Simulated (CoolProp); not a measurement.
Model: reference Helmholtz-energy equation of state, Lemmon 2000, in CoolProp. It is a pseudo-pure fit of the blend.

For dry air, give the phase and the cv (kJ/(kg K)), conductivity (mW/(m K)), fugacity coefficient at 169.3 K and 4.4 MPa; 192.9 K and 4.4 MPa.


- 169.3 K and 4.4 MPa: supercritical; cv 0.788, conductivity 21.0, fugacity coefficient 0.828
- 192.9 K and 4.4 MPa: supercritical; cv 0.757, conductivity 21.5, fugacity coefficient 0.890

Thermal conductivity comes from a separate model (Lemmon 2004).
